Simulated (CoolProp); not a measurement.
Properties of n-pentane along the isotherm 620 K (Tc = 469.7 K, pc = 3.368 MPa, ω = 0.251).

Computed with CoolProp (reference Helmholtz-energy equation of state, Thol 2019).

| p (MPa) | phase | density (kg/m³) | Prandtl number |
|---|---|---|---|
| 0.105 | gas | 1.475 | (withheld) |
| 0.21 | gas | 2.963 | (withheld) |
| 0.316 | gas | 4.476 | 0.697 |
| 0.421 | gas | 5.988 | 0.695 |
| 0.526 | gas | 7.511 | 0.692 |
| 0.631 | gas | 9.048 | (withheld) |
| 0.737 | gas | 10.61 | 0.688 |
| 0.842 | gas | (withheld) | 0.685 |
| 0.947 | gas | 13.75 | 0.683 |
| 1.05 | gas | 15.30 | 0.681 |
| 1.16 | gas | 16.98 | (withheld) |
| 1.26 | gas | 18.52 | 0.676 |
| 1.37 | gas | 20.22 | 0.674 |
| 1.47 | gas | 21.78 | 0.671 |
| 1.58 | gas | 23.52 | 0.669 |
| 1.68 | gas | (withheld) | 0.667 |

Task: What belongs in the gaps?

Result: 
- 0.105, Prandtl number: 0.702
- 0.21, Prandtl number: 0.700
- 0.631, Prandtl number: 0.690
- 0.842, density (kg/m³): 12.17
- 1.16, Prandtl number: 0.678
- 1.68, density (kg/m³): 25.11

Viscosity comes from a separate model (Quiñones-Cisneros 2006), older than the equation that it now runs on, and unchecked against measurements. Thermal conductivity comes from a separate model (Vassiliou 2015).
